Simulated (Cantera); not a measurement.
Source: NASA polynomial tables (part measured, part estimated), evaluated in Cantera. Values are per mole of reaction as written; species without (g) are pure solids or liquids, kept so even where they would boil at 1 bar.

C + O2(g) = CO2(g), with ΔH° = -393.5 kJ and ΔS° = 2.9 J/K at 300 K.

How far is the shortcut ΔG° ≈ ΔH°(300 K) − T·ΔS°(300 K) from the full temperature-dependent value at 525, 725, 925, 1125, 1325, 1525, 1725 K?


```tsv
T (K)	shortcut (kJ)	full (kJ)	difference (kJ)	difference in log10 K
525	-395.0	-395.0	0.0	0.00
725	-395.6	-395.4	-0.2	0.01
925	-396.2	-395.8	-0.4	0.02
1125	-396.8	-396.0	-0.8	0.04
1325	-397.4	-396.2	-1.2	0.05
1525	-397.9	-396.3	-1.7	0.06
1725	-398.5	-396.3	-2.2	0.07
```
The shortcut ignores the heat-capacity change of the reaction.
